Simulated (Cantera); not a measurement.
Cantera run, input and output.

```python
import numpy as np
import cantera as ct

gas = ct.Solution("gri30.yaml")
gas.TPX = 775, 500000, {'C3H8': 1, 'O2': 12.5, 'N2': 123}
inlet = ct.Reservoir(gas, clone=True)
gas.equilibrate("HP")  # start burning
reactor = ct.IdealGasConstPressureReactor(gas, energy="on", clone=False)
exhaust = ct.Reservoir(gas, clone=True)
tau = [0.21, 0.092, 0.04, 0.018, 0.0077, 0.0034, 0.0015, 0.00065, 0.00028, 0.00012, 5.5e-05, 2.4e-05][0]
for a, b in ((inlet, reactor), (reactor, exhaust)):
    ct.MassFlowController(a, b, mdot=lambda t: reactor.mass / tau)
net = ct.ReactorNet([reactor])
show = ['C3H8', 'O2', 'N2O', 'CH2O', 'NO']

rows = []
print(f"{'tau/s':>10s}{'T/K':>9s}" + "".join(f"{s:>11s}" for s in show))
for tau in [0.21, 0.092, 0.04, 0.018, 0.0077, 0.0034, 0.0015, 0.00065, 0.00028, 0.00012, 5.5e-05, 2.4e-05]:
    net.initial_time = 0.0
    net.advance(30 * tau)
    before = gas.X
    net.advance(40 * tau)
    drift = np.max(np.abs(gas.X - before) / (gas.X + 1e-9))
    rows.append([gas.T, *gas[show].X, drift])
    print(f"{tau:10.3e}{gas.T:9.1f}" + "".join(f"{x:11.3e}" for x in gas[show].X))
```

Result:

```
     tau/s      T/K       C3H8         O2        N2O       CH2O         NO
 2.100e-01   1200.8  1.956e-05  5.564e-02  1.191e-06  1.191e-05  2.143e-08
 9.200e-02   1185.4  3.902e-05  5.660e-02  7.634e-07  2.426e-05  8.202e-09
 4.000e-02   1146.9  1.046e-04  5.908e-02  2.632e-07  6.321e-05  1.029e-09
 1.800e-02    775.0  7.326e-03  9.158e-02  2.932e-18  8.805e-11 -4.135e-25
 7.700e-03    775.0  7.326e-03  9.158e-02  5.936e-19  1.413e-11  3.921e-30
 3.400e-03    775.0  7.326e-03  9.158e-02  1.213e-19  2.534e-12  7.014e-31
 1.500e-03    775.0  7.326e-03  9.158e-02  2.416e-20  4.669e-13  1.290e-31
 6.500e-04    775.0  7.326e-03  9.158e-02  4.583e-21  8.314e-14  2.292e-32
 2.800e-04    775.0  7.326e-03  9.158e-02  8.544e-22  1.420e-14  3.895e-33
 1.200e-04    775.0  7.326e-03  9.158e-02  1.582e-22  2.226e-15  6.037e-34
 5.500e-05    775.0  7.326e-03  9.158e-02  3.439e-23  3.626e-16  9.615e-35
 2.400e-05    775.0  7.326e-03  9.158e-02  7.319e-24  4.540e-17  1.145e-35
```

Cantera simulation using GRI-Mech 3.0 (53 species, 325 reactions); the numbers are that mechanism's predictions, not measurements. GRI-Mech 3.0 was tuned for natural gas; its chemistry of propane as a main component is partial and can be far from experiment.
